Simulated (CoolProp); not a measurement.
Vapour-liquid equilibrium of n-heptane (1) + ethylbenzene (2) at 483 K; x and y are mole fractions of (1).

The numbers come from the multi-fluid Helmholtz-energy mixture model, Span 2003 and Zhou 2012; pair parameters Bell 2016 in CoolProp.

| x | bubble pressure (MPa) | y at the bubble point | dew pressure at overall composition x (MPa) | liquid density (mol/L) |
|---|---|---|---|---|
| 0.05 | 0.5602 | 0.107 | 0.5380 | 6.321 |
| 0.2 | 0.6717 | 0.346 | 0.5997 | 6.062 |
| 0.35 | 0.7722 | 0.514 | 0.6739 | 5.811 |
| 0.5 | 0.8655 | 0.647 | 0.7630 | 5.567 |
| 0.65 | 0.9545 | 0.761 | 0.8678 | 5.329 |
| 0.8 | 1.042 | 0.865 | 0.9867 | 5.096 |
| 0.95 | 1.128 | 0.966 | 1.114 | 4.868 |

No azeotrope shows between x = 0.05 and 0.95.

Pair parameters are fitted to limited data, so mixtures are less certain than the pure fluids.
